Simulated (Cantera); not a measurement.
What does this Cantera script print?

```python
import numpy as np
import cantera as ct

gas = ct.Solution("gri30.yaml")
gas.TPX = 1375, 31000, {'N2O': 1, 'H2O': 0.0067, 'N2': 0.082}
reactor = ct.IdealGasConstPressureReactor(gas, energy="off", clone=False)
net = ct.ReactorNet([reactor])
net.rtol, net.atol = 1e-08, 1e-18
show = ['N2O', 'H2O', 'N2', 'HO2', 'O2', 'OH', 'NO']
times = np.geomspace(9e-05, 5, 9)

steps = ct.SolutionArray(gas, extra=["t"])
rows = []
print(f"{'t/s':>10s}{'T/K':>9s}{'P/Pa':>11s}" + "".join(f"{s:>11s}" for s in show))
for t in times:
    while net.time < t:
        t_next = net.step()
        steps.append(gas.state, t=t_next)
    rows.append([np.interp(t, steps.t, y) for y in (steps.T, steps.P, *steps(*show).X.T)])
    print(f"{t:10.3e}{rows[-1][0]:9.1f}{rows[-1][1]:11.4g}" + "".join(f"{x:11.3e}" for x in rows[-1][2:]))
rate = np.gradient(steps.T, steps.t)
print("integrator steps:", len(steps.t))
if steps.T.max() > steps.T[0] + 200:
    print(f"time of steepest temperature rise: {steps.t[rate.argmax()]:.4e} s")
gas.TPX = 1375, 31000, {'N2O': 1, 'H2O': 0.0067, 'N2': 0.082}
gas.equilibrate("TP")
print(f"equilibrium (TP): T = {gas.T:.1f} K  " + "  ".join(f"{s} {gas[s].X[0]:.3e}" for s in show))
```

Result:

```
       t/s      T/K       P/Pa        N2O        H2O         N2        HO2         O2         OH         NO
 9.000e-05   1375.0    3.1e+04  9.181e-01  6.152e-03  7.555e-02  2.070e-07  1.004e-04  2.365e-06  4.545e-05
 3.526e-04   1375.0    3.1e+04  9.169e-01  6.145e-03  7.628e-02  2.499e-06  4.390e-04  8.285e-06  1.978e-04
 1.382e-03   1375.0    3.1e+04  9.121e-01  6.127e-03  7.915e-02  5.936e-06  1.771e-03  2.172e-05  7.727e-04
 5.414e-03   1375.0    3.1e+04  8.936e-01  6.084e-03  9.026e-02  3.479e-06  6.941e-03  3.221e-05  2.903e-03
 2.121e-02   1375.0    3.1e+04  8.260e-01  5.939e-03  1.309e-01  1.445e-06  2.601e-02  3.893e-05  1.075e-02
 8.312e-02   1375.0    3.1e+04  6.186e-01  5.502e-03  2.556e-01  4.200e-07  8.501e-02  4.113e-05  3.482e-02
 3.257e-01   1375.0    3.1e+04  2.375e-01  4.700e-03  4.858e-01  9.587e-08  1.945e-01  3.647e-05  7.709e-02
 1.276e+00   1375.0    3.1e+04  1.776e-02  4.246e-03  6.217e-01  2.369e-08  2.608e-01  1.893e-05  9.523e-02
 5.000e+00   1375.0    3.1e+04  2.053e-05  4.215e-03  6.335e-01  1.347e-08  2.668e-01  7.026e-06  9.492e-02
integrator steps: 1438
equilibrium (TP): T = 1375.0 K  N2O 2.382e-08  H2O 4.214e-03  N2 6.807e-01  HO2 1.521e-08  O2 3.144e-01  OH 7.287e-06  NO 7.179e-04
```

Model: GRI-Mech 3.0 (53 species, 325 reactions), integrated in Cantera. GRI-Mech 3.0 was tuned for natural gas; its chemistry of N2O as a main component is partial and can be far from experiment. The mechanism lacks the step 2 NO + O2 → 2 NO2, which can matter for NO2 below about 1400 K. The temperature is held fixed by assumption; the heat of reaction is taken as removed at once.
